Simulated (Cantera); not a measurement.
Feed: 1 mol BCl₃, 18 mol NH₃, 5.5 mol N₂, equilibrated at 1000 °C and 0.160 bar.

Equilibrium computed with Cantera from the NASA thermochemical tables; the gas is ideal and each condensed phase is pure. Candidate condensed phases: B, BN, NH₄Cl; 21 gas species. Kinetics and transport are ignored.

### Question
What is the equilibrium state?

### Answer
```json
{
 "x(H₂)": "0.600",
 "x(N₂)": "0.329",
 "x(HCl)": "0.0706",
 "x(NH₃)": "5.91e-6",
 "x(H)": "1.38e-6",
 "n(BN(s))": "1.000 mol",
 "gas_amount": "42.50 mol",
 "log10 activity of B(s) (absent)": "-5.05"
}
```
